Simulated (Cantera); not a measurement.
A perfectly stirred reactor is fed with NO : N2 = 1 : 0.8 (molar parts), at 0.450 bar; it is held at 1775 K, and followed from long to short residence time.

Model: GRI-Mech 3.0 (53 species, 325 reactions), integrated in Cantera.

Question: What does this change do: pressure from 0.450 bar to 0.133 bar?

Answer: 
| quantity | before | after |
|---|---|---|
| x(NO) at τ = 0.640 s | 0.524 | 0.545 |
| x(NO2) at τ = 0.640 s | 0.000285 | 0.000109 |
| x(N2) at τ = 0.640 s | 0.460 | 0.450 |
| x(O) at τ = 0.640 s | 2.19e-5 | 3.07e-5 |
| x(N2O) at τ = 0.640 s | 0.000108 | 0.000112 |
| x(NO) at τ = 66.0 ms | 0.552 | 0.554 |
| x(NO2) at τ = 66.0 ms | 0.000171 | 7.51e-5 |
| x(N2) at τ = 66.0 ms | 0.446 | 0.445 |
| x(O) at τ = 66.0 ms | 1.32e-5 | 2.26e-5 |
| x(N2O) at τ = 66.0 ms | 0.000114 | 9.68e-5 |
